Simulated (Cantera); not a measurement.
## Pyrogenic steam for wet oxidation

An isothermal, constant-pressure homogeneous reactor starts with 19.5 % H2, 21.2 % O2, 59.3 % N2, equivalence ratio 0.46, at 1348 K and 100000 Pa.

Detailed kinetics in Cantera: the H2/O2 subset of GRI-Mech 3.0, which has no nitrogen chemistry. The temperature is held fixed by assumption; the heat of reaction is taken as removed at once.

```json
[
 {"t (s)": "5.00e-6", "x H2": "0.195", "x O2": "0.212", "x H2O2": "1.92e-9", "x HO2": "2.70e-7", "x H": "1.34e-6", "x H2O": "1.63e-6", "x O": "3.53e-7"},
 {"t (s)": "1.76e-5", "x H2": "0.162", "x O2": "0.196", "x H2O2": "1.99e-6", "x HO2": "7.55e-5", "x H": "0.0161", "x H2O": "0.0239", "x O": "0.00446"},
 {"t (s)": "6.16e-5", "x H2": "0.00332", "x O2": "0.126", "x H2O2": "6.35e-6", "x HO2": "8.22e-5", "x H": "0.00163", "x H2O": "0.209", "x O": "0.00242"},
 {"t (s)": "0.000216", "x H2": "0.000198", "x O2": "0.127", "x H2O2": "1.26e-6", "x HO2": "1.40e-5", "x H": "1.74e-5", "x H2O": "0.215", "x O": "0.000117"},
 {"t (s)": "0.000760", "x H2": "1.52e-5", "x O2": "0.127", "x H2O2": "2.79e-7", "x HO2": "1.74e-6", "x H": "5.73e-7", "x H2O": "0.216", "x O": "1.26e-5"},
 {"t (s)": "0.00267", "x H2": "1.93e-6", "x O2": "0.127", "x H2O2": "7.02e-8", "x HO2": "3.18e-7", "x H": "4.14e-8", "x H2O": "0.216", "x O": "2.29e-6"},
 {"t (s)": "0.00937", "x H2": "4.20e-7", "x O2": "0.127", "x H2O2": "2.03e-8", "x HO2": "9.52e-8", "x H": "5.08e-9", "x H2O": "0.216", "x O": "5.64e-7"},
 {"t (s)": "0.0329", "x H2": "1.53e-7", "x O2": "0.127", "x H2O2": "7.84e-9", "x HO2": "6.04e-8", "x H": "1.17e-9", "x H2O": "0.216", "x O": "1.98e-7"},
 {"t (s)": "0.116", "x H2": "1.21e-7", "x O2": "0.127", "x H2O2": "6.03e-9", "x HO2": "5.85e-8", "x H": "8.12e-10", "x H2O": "0.216", "x O": "1.47e-7"},
 {"t (s)": "0.406", "x H2": "1.21e-7", "x O2": "0.127", "x H2O2": "6.01e-9", "x HO2": "5.85e-8", "x H": "8.09e-10", "x H2O": "0.216", "x O": "1.46e-7"},
 {"t (s)": "1.42", "x H2": "1.21e-7", "x O2": "0.127", "x H2O2": "6.01e-9", "x HO2": "5.85e-8", "x H": "8.09e-10", "x H2O": "0.216", "x O": "1.46e-7"},
 {"t (s)": "5.00", "x H2": "1.21e-7", "x O2": "0.127", "x H2O2": "6.01e-9", "x HO2": "5.85e-8", "x H": "8.09e-10", "x H2O": "0.216", "x O": "1.46e-7"}
]
```
x: mole fraction; the columns are a selection and need not sum to one.

Equilibrium at this temperature and pressure: H2 1.21e-7, O2 0.127, H2O2 6.01e-9, HO2 5.85e-8, H 8.09e-10, H2O 0.216, O 1.46e-7 (gas phase only).
